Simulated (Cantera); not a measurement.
**Reactions in the system C-H**

Cantera with NASA thermochemical tables; ideal gases at 1 bar, condensed phases pure. Values are per mole of reaction as written; species without (g) are pure solids or liquids, kept so even where they would boil at 1 bar.

4 H(g) + C = CH4(g)

```tsv
T (K)	ΔH° (kJ)	ΔS° (J/K)	ΔG° (kJ)	log10 K
1598	-991.4	-346.4	-437.9	14.31
1623	-991.8	-346.6	-429.2	13.81
1648	-992.2	-346.9	-420.5	13.33
1673	-992.5	-347.1	-411.8	12.86
1698	-992.8	-347.3	-403.2	12.40
1723	-993.1	-347.4	-394.5	11.96
```

3 C + CH4(g) = 2 C2H2(g)

| T (K) | ΔH° (kJ) | ΔS° (J/K) | ΔG° (kJ) | log10 K |
|---|---|---|---|---|
| 1598 | 534.8 | 213.0 | 194.4 | -6.36 |
| 1623 | 534.5 | 212.8 | 189.1 | -6.09 |
| 1648 | 534.2 | 212.6 | 183.8 | -5.83 |
| 1673 | 534.0 | 212.5 | 178.5 | -5.57 |
| 1698 | 533.7 | 212.3 | 173.2 | -5.33 |
| 1723 | 533.4 | 212.1 | 167.9 | -5.09 |

6 H(g) + 6 C = C6H6(g)

```json
[
 {"T (K)": "1598", "ΔH° (kJ)": "-1290.4", "ΔS° (J/K)": "-554.0", "ΔG° (kJ)": "-405.0", "log10 K": "13.24"},
 {"T (K)": "1623", "ΔH° (kJ)": "-1291.0", "ΔS° (J/K)": "-554.4", "ΔG° (kJ)": "-391.2", "log10 K": "12.59"},
 {"T (K)": "1648", "ΔH° (kJ)": "-1291.6", "ΔS° (J/K)": "-554.8", "ΔG° (kJ)": "-377.3", "log10 K": "11.96"},
 {"T (K)": "1673", "ΔH° (kJ)": "-1292.2", "ΔS° (J/K)": "-555.1", "ΔG° (kJ)": "-363.4", "log10 K": "11.35"},
 {"T (K)": "1698", "ΔH° (kJ)": "-1292.7", "ΔS° (J/K)": "-555.5", "ΔG° (kJ)": "-349.5", "log10 K": "10.75"},
 {"T (K)": "1723", "ΔH° (kJ)": "-1293.3", "ΔS° (J/K)": "-555.8", "ΔG° (kJ)": "-335.7", "log10 K": "10.18"}
]
```
